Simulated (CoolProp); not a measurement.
Properties of sulfur hexafluoride at several states (Tc = 318.7 K, pc = 37.55 bar, ω = 0.210).

Values from CoolProp's reference Helmholtz-energy equation of state, Guder 2009.

```csv
T (K),p (bar),phase,density (kg/m³),cp (kJ/(kg K)),isothermal compressibility (1/MPa),Prandtl number
517.2,0.203,gas,0.6897,0.8900,49.28,0.759
426,3.2,gas,13.33,0.8269,3.157,0.760
245.9,1.91,gas,14.23,0.5890,5.469,0.823
```

Viscosity comes from a separate model (Quiñones-Cisneros 2012). Thermal conductivity comes from a separate model (Assael 2012).
